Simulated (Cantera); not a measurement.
Source: NASA polynomial tables (part measured, part estimated), evaluated in Cantera. Values are per mole of reaction as written; species without (g) are pure solids or liquids, kept so even where they would boil at 1 bar.

**Question.** Between 1198 and 1698 K, where is each reaction favourable under standard conditions?
- PbO → Pb + O(g)
- O(g) + Pb → PbO(g)
- 3 Pb + O3(g) → 3 PbO(g)

**Answer.** 
- PbO → Pb + O(g): ΔG° is 276 kJ at 1198 K and 207 kJ at 1698 K; it stays positive (K < 1). ΔH° is 435 kJ and ΔS° 134 J/K at 1698 K.
- O(g) + Pb → PbO(g): ΔG° is -180 kJ at 1198 K and -171 kJ at 1698 K; it stays negative (K > 1). ΔH° is -203 kJ and ΔS° -18 J/K at 1698 K.
- 3 Pb + O3(g) → 3 PbO(g): ΔG° is -238 kJ at 1198 K and -346 kJ at 1698 K; it stays negative (K > 1). ΔH° is 11 kJ and ΔS° 210 J/K at 1698 K.
